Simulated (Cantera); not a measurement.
# Thermodynamics of sublimation and decomposition of ceramics, feed AlN + N₂

Charge: 1 mol AlN, 0.017 mol N₂, equilibrated at 4000 Pa.

These are equilibrium values from Cantera (NASA tables, ideal gas, pure condensed phases), not measurements of a reactor. Candidate condensed phases: Al, AlN; 12 gas species. Ions and electrons are included (thermal ionisation). Kinetics and transport are ignored.

```tsv
T (K)	log p Al	log p N₂	log p N	log p Al+	log p e-	log p Al₂
2500	-1.58	-1.87	-7.47	-6.04	-6.04	-4.58
3000	-1.58	-1.87	-5.79	-4.94	-4.94	-5.19
3500	-1.58	-1.87	-4.59	-4.14	-4.14	-5.62
4000	-1.59	-1.87	-3.69	-3.53	-3.53	-5.96
4500	-1.61	-1.90	-2.99	-3.06	-3.06	-6.25
5000	-1.66	-1.97	-2.47	-2.70	-2.70	-6.55
```
log p: log10 of the partial pressure in bar; nothing condenses.

From 2500 K to 5000 K nothing is condensed. The main Al-bearing gas is Al throughout.
